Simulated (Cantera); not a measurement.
Chlorosilane synthesis and conversion: Si + Cl2 + H2

Feed: 1 mol Si, a varied amount of Cl2, 0.22 mol H2, equilibrated at 650 K and 2.10 bar.

These are equilibrium values from Cantera (NASA tables, ideal gas, pure condensed phases), not measurements of a reactor. Candidate condensed phases: Si; 19 gas species. Rates play no part.

```json
[
 {"n(Cl2) (mol)": "0.5", "x SiCl4": "0.435", "x H2": "0.406", "x HCl": "9.15e-5", "x SiHCl3": "0.156", "x Cl2": "<1e-12", "x SiH2Cl2": "0.00327", "x SiH3Cl": "1.40e-5", "x SiCl3": "2.82e-6", "n Si(s)": "0.732"},
 {"n(Cl2) (mol)": "0.69", "x SiCl4": "0.515", "x H2": "0.323", "x HCl": "8.52e-5", "x SiHCl3": "0.159", "x Cl2": "<1e-12", "x SiH2Cl2": "0.00284", "x SiH3Cl": "1.04e-5", "x SiCl3": "3.21e-6", "n Si(s)": "0.633"},
 {"n(Cl2) (mol)": "0.88", "x SiCl4": "0.575", "x H2": "0.266", "x HCl": "7.95e-5", "x SiHCl3": "0.156", "x Cl2": "<1e-12", "x SiH2Cl2": "0.00247", "x SiH3Cl": "7.99e-6", "x SiCl3": "3.48e-6", "n Si(s)": "0.534"},
 {"n(Cl2) (mol)": "1.1", "x SiCl4": "0.627", "x H2": "0.219", "x HCl": "7.37e-5", "x SiHCl3": "0.151", "x Cl2": "<1e-12", "x SiH2Cl2": "0.00212", "x SiH3Cl": "6.10e-6", "x SiCl3": "3.72e-6", "n Si(s)": "0.421"},
 {"n(Cl2) (mol)": "1.3", "x SiCl4": "0.664", "x H2": "0.187", "x HCl": "6.91e-5", "x SiHCl3": "0.146", "x Cl2": "<1e-12", "x SiH2Cl2": "0.00187", "x SiH3Cl": "4.90e-6", "x SiCl3": "3.88e-6", "n Si(s)": "0.319"},
 {"n(Cl2) (mol)": "1.4", "x SiCl4": "0.680", "x H2": "0.174", "x HCl": "6.71e-5", "x SiHCl3": "0.144", "x Cl2": "<1e-12", "x SiH2Cl2": "0.00176", "x SiH3Cl": "4.42e-6", "x SiCl3": "3.95e-6", "n Si(s)": "0.267"},
 {"n(Cl2) (mol)": "1.6", "x SiCl4": "0.707", "x H2": "0.153", "x HCl": "6.34e-5", "x SiHCl3": "0.138", "x Cl2": "<1e-12", "x SiH2Cl2": "0.00157", "x SiH3Cl": "3.66e-6", "x SiCl3": "4.07e-6", "n Si(s)": "0.165"},
 {"n(Cl2) (mol)": "1.8", "x SiCl4": "0.730", "x H2": "0.135", "x HCl": "6.01e-5", "x SiHCl3": "0.133", "x Cl2": "<1e-12", "x SiH2Cl2": "0.00141", "x SiH3Cl": "3.07e-6", "x SiCl3": "4.17e-6", "n Si(s)": "0.0632"},
 {"n(Cl2) (mol)": "2", "x SiCl4": "0.816", "x H2": "0.177", "x HCl": "0.00343", "x SiHCl3": "0.00342", "x Cl2": "<1e-12", "x SiH2Cl2": "8.33e-7", "x SiH3Cl": "4.16e-11", "x SiCl3": "9.35e-8", "n Si(s)": "0"},
 {"n(Cl2) (mol)": "2.2", "x SiCl4": "0.704", "x H2": "0.0141", "x HCl": "0.282", "x SiHCl3": "2.86e-6", "x Cl2": "<1e-12", "x SiH2Cl2": "<1e-12", "x SiH3Cl": "<1e-12", "x SiCl3": "2.77e-10", "n Si(s)": "0"},
 {"n(Cl2) (mol)": "2.4", "x SiCl4": "0.617", "x H2": "<1e-12", "x HCl": "0.272", "x SiHCl3": "<1e-12", "x Cl2": "0.111", "x SiH2Cl2": "<1e-12", "x SiH3Cl": "<1e-12", "x SiCl3": "<1e-12", "n Si(s)": "0"}
]
```
x: gas mole fraction; n: condensed amount in mol.

From 0.5 mol Cl2 to 1.8 mol Cl2 the condensed part is Si(s). From 2 mol Cl2 to 2.4 mol Cl2 nothing is condensed. The main Si-bearing gas is SiCl4 throughout.
